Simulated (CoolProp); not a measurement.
Model: reference Helmholtz-energy equation of state, Thol 2017, in CoolProp.

Task: For octamethyltrisiloxane (MDM), give the phase and the cv (kJ/(kg K)) at 575 K and 0.0958 MPa; 575 K and 0.383 MPa; 575 K and 0.671 MPa.

Result: 
- 575 K and 0.0958 MPa: gas; cv 2.06
- 575 K and 0.383 MPa: gas; cv 2.07
- 575 K and 0.671 MPa: gas; cv 2.08
